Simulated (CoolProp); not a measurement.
Saturated liquid density (kg/m³) of n-butane: the reference equation beside estimates from Tc = 152.0 °C, pc = 37.96 bar, ω = 0.201. Rackett uses Z = 0.29056 − 0.08775 ω.

The numbers come from the reference Helmholtz-energy equation of state, Bücker 2006 in CoolProp.

```
T (°C)  reference  Rackett  van der Waals  Redlich-Kwong  Soave-Redlich-Kwong  Peng-Robinson
------  ---------  -------  -------------  -------------  -------------------  -------------
-70.35      671.3    672.7          414.4          616.1                623.4          701.0
-56.85      658.4    660.0          407.2          604.3                613.0          689.9
-43.35      645.2    646.9          399.7          591.8                601.8          678.0
-29.95      631.8    633.5          391.9          578.7                589.9          665.4
-16.45      618.1    619.6          383.8          564.7                577.2          651.6
-3.05       604.0    605.3          375.2          549.9                563.5          636.9
10.45       589.3    590.4          366.2          534.0                548.7          620.8
23.95       574.1    574.8          356.6          517.2                532.8          603.3
37.35       558.2    558.5          346.6          499.2                515.6          584.4
50.85       541.2    541.2          335.7          479.8                496.7          563.4
```

Absolute difference from the reference over all 10 rows, mean and median: Rackett 0.2 and 0.2 %, van der Waals 38.0 and 37.9 %, Redlich-Kwong 9.2 and 8.8 %, Soave-Redlich-Kwong 7.1 and 6.9 %, Peng-Robinson 5.0 and 5.1 %.
